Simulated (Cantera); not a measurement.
Input: 1 mol C, 3.7 mol H2O, 48 mol N2, at 602 °C and 75.0 Torr.

These are equilibrium values from Cantera (NASA tables, ideal gas, pure condensed phases), not measurements of a reactor. The numbers say what is thermodynamically allowed, not how fast it happens.

```
species            before    after
----------------  -------  -------
N2                  0.911    0.991
H2                 0.0331  0.00433
CO                0.00480  0.00429
H2O                0.0371  7.57e-6
CO2                0.0142  1.98e-5
C(graphite), mol        0    0.791
```
Gas species are given as mole fractions.

What was changed between the two runs?
A. H2O from 3.7 to 1.9 mol
B. H2O from 3.7 to 0.21 mol
C. temperature from 602 °C to 1552 °C
D. temperature from 602 °C to 2475 °C

B, H2O from 3.7 to 0.21 mol
